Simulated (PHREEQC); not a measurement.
Dissolve 0.23 mol/kgw ZnCl2, 9.6e-05 mol/kgw NaCl and 0.013 mol/kgw H2SO4 at 20 °C. It is in equilibrium with CO2 at log p = -2 (atm). Otherwise closed; pH follows from the charge balance.

The numbers come from PHREEQC with the ion-association model, wateq4f.dat.

Problem. The ionic strength comes out as 0.600 mol/kgw. What activity coefficients do Zn(SO4)2-2, SO4-2, HSO4-, Cl-, ZnCl3- get?

Solution. Zn(SO4)2-2 0.30, SO4-2 0.19, HSO4- 0.66, Cl- 0.63, ZnCl3- 0.64.

No solid was allowed to form.
